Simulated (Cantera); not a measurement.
A perfectly stirred reactor is fed with CH₄ : O₂ : N₂ = 1 : 1.54 : 10.2 (molar parts), equivalence ratio 1.3, at 82000 Pa; it is adiabatic with a 675 K inlet, and is followed from long to short residence time, starting on the burning branch (τ in s: 0.12, 0.038, 0.013, 0.0043, 0.0014, 0.00047, 0.00016, 5.3e-05, 1.8e-05, 5.9e-06).

Computed with Cantera and GRI-Mech 3.0 (53 species, 325 reactions).

### Question
What does this change do: pressure from 82000 Pa to 210000 Pa?

### Answer
| quantity | before | after |
|---|---|---|
| blow-out, bracketed by the residence times tried | burning at 1.40 ms, out at 0.470 ms | burning at 1.40 ms, out at 0.470 ms |
| x(CH₄) at τ = 0.120 s | 0.000300 | 0.00110 |
| x(O₂) at τ = 0.120 s | 0.000247 | 0.000335 |
| x(C₂H) at τ = 0.120 s | 1.15e-8 | 1.89e-8 |
| x(NO) at τ = 0.120 s | 8.05e-5 | 2.62e-5 |
| x(HO₂) at τ = 0.120 s | 4.56e-8 | 6.61e-8 |
| x(CH₄) at τ = 0.470 ms | 0.0785 | 0.0785 |
| x(O₂) at τ = 0.470 ms | 0.121 | 0.121 |
| x(C₂H) at τ = 0.470 ms | <1e-12 | <1e-12 |
| x(NO) at τ = 0.470 ms | <1e-12 | <1e-12 |
| x(HO₂) at τ = 0.470 ms | <1e-12 | <1e-12 |

### Question
What does this change do: pressure from 82000 Pa to 58000 Pa?

### Answer
```tsv
quantity	before	after
blow-out, bracketed by the residence times tried	burning at 1.40 ms, out at 0.470 ms	burning at 1.40 ms, out at 0.470 ms
x(CH₄) at τ = 0.120 s	0.000300	6.75e-5
x(O₂) at τ = 0.120 s	0.000247	0.000153
x(C₂H) at τ = 0.120 s	1.15e-8	2.11e-9
x(NO) at τ = 0.120 s	8.05e-5	0.000109
x(HO₂) at τ = 0.120 s	4.56e-8	2.99e-8
x(CH₄) at τ = 0.470 ms	0.0785	0.0785
x(O₂) at τ = 0.470 ms	0.121	0.121
x(C₂H) at τ = 0.470 ms	<1e-12	<1e-12
x(NO) at τ = 0.470 ms	<1e-12	<1e-12
x(HO₂) at τ = 0.470 ms	<1e-12	<1e-12
```
